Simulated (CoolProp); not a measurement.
Properties of cyclohexane along the isobar 265 kPa (Tc = 280.5 °C, pc = 4081 kPa, ω = 0.209).

Values from CoolProp's reference Helmholtz-energy equation of state, Zhou 2014.

```tsv
T (°C)	phase	density (kg/m³)	cp (kJ/(kg K))	isothermal compressibility (1/MPa)	viscosity (µPa s)	fugacity coefficient
212.15	gas	5.724	2.224	3.913	10.9	0.9667
228.95	gas	5.512	2.296	3.897	[?]	0.9701
245.85	gas	5.315	2.367	3.883	11.6	0.9731
262.65	gas	5.134	2.437	3.872	11.9	0.9757
279.45	gas	4.966	2.505	3.862	[?]	0.9780
296.35	gas	4.808	2.572	3.853	12.6	0.9800
313.15	gas	4.662	[?]	3.846	13.0	0.9817
330.05	gas	4.523	2.701	3.839	13.3	0.9833
346.85	gas	4.394	2.763	3.833	[?]	0.9847
```

Complete the blanks.


- 228.95, viscosity (µPa s): 11.2
- 279.45, viscosity (µPa s): 12.3
- 313.15, cp (kJ/(kg K)): 2.637
- 346.85, viscosity (µPa s): 13.6

Viscosity comes from a separate model (Tariq 2014).
